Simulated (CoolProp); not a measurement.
R113 along the isotherm 500 K: fugacity coefficient from the reference equation and from simpler models built on Tc = 487.2 K, pc = 33.92 bar, ω = 0.253; each cubic takes its own stable root.

The numbers come from the reference Helmholtz-energy equation of state, Marx 1992 in CoolProp.

```
p (bar)          phase  reference
-------  -------------  ---------
3.91               gas     0.9646
7.83               gas     0.9296
11.7               gas     0.8954
15.7               gas     0.8602
19.6               gas     0.8261
23.5               gas     0.7921
27.4               gas     0.7579
31.3               gas     0.7233
35.2     supercritical     0.6877
39.1     supercritical     0.6498
43.1     supercritical     0.6077
47       supercritical     0.5702
50.9     supercritical     0.5377
```

Q: How far does each simpler model (Soave-Redlich-Kwong, Peng-Robinson) lie from the reference over these 13 states: mean and median of the absolute difference, and the worst?

A: 
- Soave-Redlich-Kwong: mean 0.3 %, median 0.1 %, worst +1.7 % at 500 K and 50.9 bar
- Peng-Robinson: mean 2.4 %, median 2.8 %, worst -3.5 % at 500 K and 39.1 bar
